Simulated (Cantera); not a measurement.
Input: 1 mol Si₃N₄, 4.1 mol HCl, 1.6 mol H₂, 7 mol NF₃, held at 21.0 Pa.

These are equilibrium values from Cantera (NASA tables, ideal gas, pure condensed phases), not measurements of a reactor. Candidate condensed phases: NH₄Cl, Si, Si₃N₄; 49 gas species. Rates play no part.

**Question.** At 1152 °C, list the 7 most abundant gas species with their mole fractions, and the condensed phases.

**Answer.** HF 0.342, N₂ 0.257, Cl 0.176, SiF₄ 0.140, F 0.0744, Cl₂ 0.00549, ClF 0.00516. Condensed: gas only.
